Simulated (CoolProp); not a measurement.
A single-stage vapour-compression cycle with CH3F (R41): evaporating at 197.15 K (dew point), condensing at 230.15 K (bubble point), superheat 10 K, subcooling 0 K, compressor efficiency 0.9, no pressure losses. Each further row changes one setting.

Computed with CoolProp (reference Helmholtz-energy equation of state, Lemmon 2006). It is a short technical equation, of lower accuracy than the large ones.

```csv
case,cooling COP,pressure ratio,discharge temperature (K),refrigerating effect (kJ/kg),volumetric capacity (kJ/m³)
as stated,?,4.45,301.9,426,1010
evaporating temperature 202.15 K,?,3.43,289.7,?,?
condensing temperature 225.15 K,5.33,3.66,?,437,1030
subcooling 5 K,4.52,4.45,301.9,437,1030
superheat 20 K,?,4.45,315.9,?,?
compressor efficiency 0.8,3.92,4.45,312.0,426,1010
```

Question: Fill in the missing entries.

Answer: 
- as stated, cooling COP: 4.41
- evaporating temperature 202.15 K, cooling COP: 5.48
- evaporating temperature 202.15 K, refrigerating effect (kJ/kg): 430
- evaporating temperature 202.15 K, volumetric capacity (kJ/m³): 1300
- condensing temperature 225.15 K, discharge temperature (K): 287.9
- superheat 20 K, cooling COP: 4.30
- superheat 20 K, refrigerating effect (kJ/kg): 438
- superheat 20 K, volumetric capacity (kJ/m³): 980
